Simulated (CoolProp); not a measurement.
Saturated liquid density (kg/m³) of R142b: the reference equation beside estimates from Tc = 410.3 K, pc = 4.055 MPa, ω = 0.232. Rackett uses Z = 0.29056 − 0.08775 ω.

Values from CoolProp's reference Helmholtz-energy equation of state, Lemmon 2006. It is a short technical equation, of lower accuracy than the large ones.

| T (K) | reference | Rackett | Soave-Redlich-Kwong | Peng-Robinson |
|---|---|---|---|---|
| 203.9 | 1322 | 1296 | 1185 | 1334 |
| 213.4 | 1302 | 1277 | 1171 | 1318 |
| 222.9 | 1282 | 1258 | 1155 | 1301 |
| 232.4 | 1262 | 1239 | 1138 | 1284 |
| 241.9 | 1242 | 1219 | 1121 | 1265 |
| 251.4 | 1221 | 1199 | 1103 | 1245 |
| 260.9 | 1200 | 1179 | 1084 | 1225 |
| 270.4 | 1178 | 1157 | 1063 | 1203 |
| 279.9 | 1156 | 1135 | 1042 | 1179 |
| 289.4 | 1133 | 1113 | 1019 | 1154 |
| 298.9 | 1109 | 1089 | 994.7 | 1127 |
| 308.4 | 1085 | 1065 | 968.8 | 1099 |
| 317.9 | 1059 | 1039 | 941.1 | 1068 |
| 327.4 | 1032 | 1012 | 911.4 | 1034 |

Absolute difference from the reference over all 14 rows, mean and median: Rackett 1.8 and 1.8 %, Soave-Redlich-Kwong 10.2 and 10.0 %, Peng-Robinson 1.5 and 1.7 %.
